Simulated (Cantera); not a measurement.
Equilibrium for silicon nitride deposition: SiH2Cl2 + NH3 + H2

Feed: 1 mol SiH2Cl2, 4.5 mol NH3, 46 mol H2, at 27.0 Pa.

Cantera equilibrium calculation (NASA polynomials, part measured and part estimated; ideal gas, pure solids and liquids). Candidate condensed phases: NH4Cl, Si, Si3N4; 28 gas species. The tables' values for SiCl are old estimates; treat these amounts as uncertain. Gases not in the tables: Si2H6 and higher silanes. Kinetics and transport are ignored.

From 1100 K to 1400 K the condensed part is Si3N4(s). From 1500 K to 1600 K the condensed part is Si(s). At 1700 K the condensed part is Si(l). The main Si-bearing gas is SiCl2 throughout. The share of Si in condensed phases is highest at 1100 K (100.0 %) and lowest at 1700 K (65.9 %).

| T (K) | x H2 | x N2 | x HCl | x H | x SiCl2 | x Si | n Si3N4(s) | n Si(s) | n Si(l) |
|---|---|---|---|---|---|---|---|---|---|
| 1100 | 0.936 | 0.0281 | 0.0355 | 1.52e-6 | 6.91e-6 | <1e-12 | 0.333 | 0 | 0 |
| 1200 | 0.936 | 0.0282 | 0.0353 | 1.16e-5 | 7.60e-5 | 1.24e-10 | 0.332 | 0 | 0 |
| 1300 | 0.937 | 0.0285 | 0.0344 | 6.52e-5 | 0.000543 | 2.59e-8 | 0.323 | 0 | 0 |
| 1400 | 0.937 | 0.0296 | 0.0307 | 0.000287 | 0.00237 | 2.44e-6 | 0.288 | 0 | 0 |
| 1500 | 0.927 | 0.0395 | 0.0291 | 0.00103 | 0.00294 | 3.90e-5 | 0 | 0.829 | 0 |
| 1600 | 0.925 | 0.0394 | 0.0287 | 0.00318 | 0.00307 | 0.000361 | 0 | 0.799 | 0 |
| 1700 | 0.918 | 0.0392 | 0.0282 | 0.00859 | 0.00311 | 0.00251 | 0 | 0 | 0.659 |
x: gas mole fraction; n: condensed amount in mol.
